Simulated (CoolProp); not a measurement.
A single-stage vapour-compression cycle with R22: evaporating at 216.15 K (dew point), condensing at 258.15 K (bubble point), superheat 8 K, subcooling 0 K, compressor efficiency 0.7, no pressure losses. Each further row changes one setting.

Model: reference Helmholtz-energy equation of state, Kamei 1995, in CoolProp.

```csv
case,cooling COP,pressure ratio,discharge temperature (K),refrigerating effect (kJ/kg),volumetric capacity (kJ/m³)
as stated,3.02,6.67,333.8,202,423
evaporating temperature 221.15 K,3.59,5.09,323.5,204,551
condensing temperature 253.15 K,3.50,5.52,322.4,208,435
subcooling 5 K,3.11,6.67,333.8,208,435
superheat 18 K,2.98,6.67,346.0,208,416
compressor efficiency 0.6,2.59,6.67,349.3,202,423
```
